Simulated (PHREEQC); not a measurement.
Make-up at 25 °C: 0.56 mol Na2CO3, 0.02 mol K2SO4 and 7.5e-05 mol H4SiO4 per kg of water. Closed to the air; pH follows from the charge balance.

The numbers come from PHREEQC with the Pitzer model, pitzer.dat.

This is a speciation only: nothing precipitates in the calculation.

### Question
Order these Si species by the share of Si that they hold, largest first: H2SiO4-2, H4SiO4, H3SiO4-.

### Answer
H3SiO4- (77 %), H2SiO4-2 (22 %), H4SiO4 (0.51 %)

The pH is 11.59 and the ionic strength 1.73 mol/kgw. Species that the database lacks are ignored. In brines, pH and single-ion activities rest on the MacInnes convention.
